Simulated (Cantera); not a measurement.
Feed: 1 mol Si3N4, 1.7 mol H2O, 88 mol N2, equilibrated at 21.0 Pa.

Cantera equilibrium calculation (NASA polynomials, part measured and part estimated; ideal gas, pure solids and liquids). Candidate condensed phases: H2O, Si, SiO2, Si2N2O, Si3N4; 35 gas species. Mutual solubility and eutectic melting of coexisting phases are not modelled. The tables hold silica as quartz up to 1696 K and as liquid above; real silica turns to tridymite and cristobalite and melts near 1996 K. Kinetics and transport are ignored.

Q: What share of the Si ends up in condensed phases as a function of T (K), at 925, 1000, 1075, 1150, 1225, 1300, 1375, 1450, 1525, 1600, 1675, 1750, 1825, 1900?

A: 
```
T (K)  Si condensed (%)                          as
-----  ----------------  --------------------------
925               100.0  SiO2(β-quartz) + Si2N2O(s)
1000              100.0  SiO2(β-quartz) + Si2N2O(s)
1075              100.0  SiO2(β-quartz) + Si2N2O(s)
1150              100.0  SiO2(β-quartz) + Si2N2O(s)
1225               99.9  SiO2(β-quartz) + Si2N2O(s)
1300               98.9  SiO2(β-quartz) + Si2N2O(s)
1375               86.7                   Si2N2O(s)
1450               86.7                   Si2N2O(s)
1525               83.5        Si2N2O(s) + Si3N4(s)
1600               41.8                       Si(s)
1675               36.5                       Si(s)
1750               19.8                       Si(l)
1825                0.0                           -
1900                0.0                           -
```
